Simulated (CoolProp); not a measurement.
Chlorine at 298.15 K and 0.0779 MPa is throttled through a valve to 0.0494 MPa with no heat exchange. Each further row changes one setting.

Computed with CoolProp (reference Helmholtz-energy equation of state, Thol 2021).

```csv
case,temperature change (K),final density (kg/m³)
as stated,-0.8,___
outlet pressure 0.0148 MPa,___,___
outlet pressure 0.0642 MPa,-0.4,___
```

Some entries are withheld; supply them.


- as stated, final density (kg/m³): 1.43
- outlet pressure 0.0148 MPa, temperature change (K): -1.9
- outlet pressure 0.0148 MPa, final density (kg/m³): 0.427
- outlet pressure 0.0642 MPa, final density (kg/m³): 1.85
